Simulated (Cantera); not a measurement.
Mixture: 33.5 % H2, 14.0 % O2, 52.6 % N2, at 100000 Pa, adiabatic and at constant volume. Ignition delay is the time to a rise of 400 K.

Detailed kinetics in Cantera: GRI-Mech 3.0 (53 species, 325 reactions). Below about 950 K walls govern HO2 and H2O2 in real vessels. Where the delays flatten at high temperature, the 400 K rule measures the pace of heat release, not the induction time.

### Question
Predict: delay at 948 K; delay at 1148 K; delay at 1348 K; delay at 1548 K.

### Answer
```json
{
  "delay at 948 K": "9.91 ms",
  "delay at 1148 K": "62.0 µs",
  "delay at 1348 K": "23.5 µs",
  "delay at 1548 K": "13.8 µs"
}
```
